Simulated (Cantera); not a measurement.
A closed system holds: 1 mol SiCl4, a varied amount of C2H2, 35 mol H2, at 1098 K and 1.33 mbar.

Cantera equilibrium calculation (NASA polynomials, part measured and part estimated; ideal gas, pure solids and liquids). Candidate condensed phases: C, C6H6, C7H8, C8H18, Si, SiC; 109 gas species. Mutual solubility and eutectic melting of coexisting phases are not modelled. Equilibrium is a limit: real reactors are often held back by kinetics, nucleation or transport.

Problem. What share of the Si ends up in condensed phases as a function of n(C2H2) (mol), at 0.081, 0.13, 0.18, 0.22, 0.27, 0.32, 0.37, 0.42?

Solution. 
```json
[
 {"n(C2H2) (mol)": "0.081", "Si condensed (%)": "38.7", "as": "Si(s) + SiC(s)"},
 {"n(C2H2) (mol)": "0.13", "Si condensed (%)": "38.7", "as": "Si(s) + SiC(s)"},
 {"n(C2H2) (mol)": "0.18", "Si condensed (%)": "38.8", "as": "Si(s) + SiC(s)"},
 {"n(C2H2) (mol)": "0.22", "Si condensed (%)": "44.0", "as": "SiC(s)"},
 {"n(C2H2) (mol)": "0.27", "Si condensed (%)": "54.0", "as": "SiC(s)"},
 {"n(C2H2) (mol)": "0.32", "Si condensed (%)": "64.0", "as": "SiC(s)"},
 {"n(C2H2) (mol)": "0.37", "Si condensed (%)": "74.0", "as": "SiC(s)"},
 {"n(C2H2) (mol)": "0.42", "Si condensed (%)": "84.0", "as": "SiC(s)"}
]
```
